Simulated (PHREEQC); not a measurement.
A solution holds 0.02 mol/kgw HF, 0.088 mol/kgw NH4F and 0.0011 mol/kgw (NH4)2SiF6, at 25 °C. Closed to the air; pH follows from the charge balance.

Equilibrium calculation in PHREEQC: ion-association model, phreeqc.dat.

Each row changes one thing in this solution. This is a speciation only: nothing precipitates in the calculation.

```
case                                            pH  ionic strength (mol/kgw)  F- (mol/kgw)  HF (mol/kgw)  HF2- (mol/kgw)  NH3 (mol/kgw)  SI of Quartz (SiO2)
--------------------------------------------  ----  ------------------------  ------------  ------------  --------------  -------------  -------------------
as made                                       3.80                    0.0915        0.0834        0.0150         0.00479        2.37e-7                -7.23
temperature from 25 to 75 °C                     …                    0.0914        0.0828        0.0147         0.00526        1.23e-5                    …
NH4F from 0.088 to 0.0968 mol/kgw                …                     0.100             …        0.0147         0.00516        2.87e-7                -7.28
(NH4)2SiF6 from 0.0011 to 0.00165 mol/kgw     3.80                    0.0931        0.0834        0.0150         0.00479              …                -7.05
temperature from 25 to 85 °C                  4.30                    0.0913        0.0829        0.0148         0.00516        2.44e-5                -3.88
HF replaced by (CH3)4NF at the same molality  5.74                     0.111         0.108      0.000218         9.00e-5        2.01e-5                -0.14
```

Problem. Complete the blanks.

Solution. 
- temperature from 25 to 75 °C, pH: 4.22
- temperature from 25 to 75 °C, SI of Quartz (SiO2): -4.41
- NH4F from 0.088 to 0.0968 mol/kgw, pH: 3.84
- NH4F from 0.088 to 0.0968 mol/kgw, F- (mol/kgw): 0.0918
- (NH4)2SiF6 from 0.0011 to 0.00165 mol/kgw, NH3 (mol/kgw): 2.39e-7

(CH3)4N+ isn't in the database: it is added as a free cation with an ion size of 4 Å. Away from 25 °C the constants follow the database's enthalpies or fits; those with neither stay at their 25 °C values. SiF6-2 is the database's only silicon fluoride.
